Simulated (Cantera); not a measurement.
A closed system holds: 1 mol HMDSO, 0.11 mol NO, 0.82 mol H2, equilibrated at 16000 Pa.

These are equilibrium values from Cantera (NASA tables, ideal gas, pure condensed phases), not measurements of a reactor. Candidate condensed phases: C, C6H6, C7H8, C8H18, H2O, Si, SiC, SiO2, Si2N2O, Si3N4; 151 gas species. The feed counts by its element totals alone. Mutual solubility and eutectic melting of coexisting phases are not modelled. The tables hold silica as quartz up to 1696 K and as liquid above; real silica turns to tridymite and cristobalite and melts near 1996 K. Gases not in the tables: Si2H6 and higher silanes. Equilibrium is a limit: real reactors are often held back by kinetics, nucleation or transport.

Task: Which condensed phases are stable at each of these points (T (°C)): 502, 602, 702, 802, 902, 1002, 1102, 1202, 1302, 1402, 1502, 1602, 1702, 1802?

Result: 
```
T (°C)                                   condensed phases  Si condensed (%)
------  -------------------------------------------------  ----------------
502     C(graphite) + SiC(s) + SiO2(α-quartz) + Si2N2O(s)             100.0
602     C(graphite) + SiC(s) + SiO2(β-quartz) + Si2N2O(s)             100.0
702     C(graphite) + SiC(s) + SiO2(β-quartz) + Si2N2O(s)             100.0
802     C(graphite) + SiC(s) + SiO2(β-quartz) + Si2N2O(s)             100.0
902     C(graphite) + SiC(s) + SiO2(β-quartz) + Si2N2O(s)             100.0
1002    C(graphite) + SiC(s) + SiO2(β-quartz) + Si2N2O(s)             100.0
1102    C(graphite) + SiC(s) + SiO2(β-quartz) + Si2N2O(s)             100.0
1202    C(graphite) + SiC(s) + SiO2(β-quartz) + Si2N2O(s)              99.9
1302                                 C(graphite) + SiC(s)              99.9
1402                                 C(graphite) + SiC(s)              99.8
1502                                 C(graphite) + SiC(s)              99.7
1602                                 C(graphite) + SiC(s)              99.6
1702                                 C(graphite) + SiC(s)              99.5
1802                                 C(graphite) + SiC(s)              99.4
```

At 502 °C the condensed part is C(graphite) + SiC(s) + SiO2(α-quartz) + Si2N2O(s). From 602 °C to 1202 °C the condensed part is C(graphite) + SiC(s) + SiO2(β-quartz) + Si2N2O(s). From 1302 °C to 1802 °C the condensed part is C(graphite) + SiC(s).
